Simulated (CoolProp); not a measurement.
Vapour-liquid equilibrium of R1234yf (1) + R227EA (2) at 0.851 MPa; x and y are mole fractions of (1).

Computed with CoolProp (multi-fluid Helmholtz-energy mixture model, Lemmon 2022 and Lemmon 2016; pair parameters Bell 2016).

```json
[
 {"x": "0.05", "bubble temperature (K)": "319.5", "y at the bubble point": "0.065", "dew temperature at overall composition x (K)": "[?]", "liquid density (mol/L)": "7.641"},
 {"x": "0.2", "bubble temperature (K)": "317.1", "y at the bubble point": "0.248", "dew temperature at overall composition x (K)": "317.8", "liquid density (mol/L)": "7.879"},
 {"x": "0.35", "bubble temperature (K)": "314.9", "y at the bubble point": "0.415", "dew temperature at overall composition x (K)": "315.8", "liquid density (mol/L)": "8.125"},
 {"x": "0.5", "bubble temperature (K)": "312.8", "y at the bubble point": "[?]", "dew temperature at overall composition x (K)": "[?]", "liquid density (mol/L)": "8.380"},
 {"x": "0.65", "bubble temperature (K)": "310.8", "y at the bubble point": "[?]", "dew temperature at overall composition x (K)": "311.6", "liquid density (mol/L)": "8.646"},
 {"x": "0.8", "bubble temperature (K)": "308.8", "y at the bubble point": "0.842", "dew temperature at overall composition x (K)": "[?]", "liquid density (mol/L)": "8.921"},
 {"x": "0.95", "bubble temperature (K)": "306.9", "y at the bubble point": "0.962", "dew temperature at overall composition x (K)": "[?]", "liquid density (mol/L)": "9.208"}
]
```

**Question.** What belongs in the gaps?

**Answer.** 
- 0.05, dew temperature at overall composition x (K): 319.7
- 0.5, y at the bubble point: 0.569
- 0.5, dew temperature at overall composition x (K): 313.8
- 0.65, y at the bubble point: 0.711
- 0.8, dew temperature at overall composition x (K): 309.4
- 0.95, dew temperature at overall composition x (K): 307.1

No azeotrope shows between x = 0.05 and 0.95.

The pair parameters rest on a limited set of measurements; away from them the model extrapolates.
